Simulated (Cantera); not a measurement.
A closed system holds: 1 mol CH2F2, 0.081 mol H2, at 2650 °C and 75.0 Torr.

Equilibrium computed with Cantera from the NASA thermochemical tables; the gas is ideal and each condensed phase is pure. Candidate condensed phases: C, C6H6, C7H8, C8H18; 95 gas species. Equilibrium is a limit: real reactors are often held back by kinetics, nucleation or transport.

Base state: HF 0.910, H 0.0527, H2 0.0181, F 0.0142, CF 0.00140, C3 0.00134, C2H2 (acetylene) 0.000893, C2H 0.000400 (mole fractions); condensed: C(graphite).

What changes in the equilibrium state with this change: temperature from 2650 °C to 477 °C?


```json
[
 {"species": "HF", "before": "0.910", "after": "0.962"},
 {"species": "H2", "before": "0.0181", "after": "0.0380"},
 {"species": "CH4", "before": "2.77e-9", "after": "0.000462"},
 {"species": "H", "before": "0.0527", "after": "<1e-9"},
 {"species": "F", "before": "0.0142", "after": "<1e-9"},
 {"species": "CF", "before": "0.00140", "after": "<1e-9"},
 {"species": "C3", "before": "0.00134", "after": "<1e-9"},
 {"species": "C2H2 (acetylene)", "before": "0.000893", "after": "<1e-9"},
 {"species": "C2H", "before": "0.000400", "after": "<1e-9"},
 {"species": "C", "before": "0.000239", "after": "<1e-9"},
 {"species": "C(graphite), mol", "before": "0.981", "after": "0.999"}
]
```
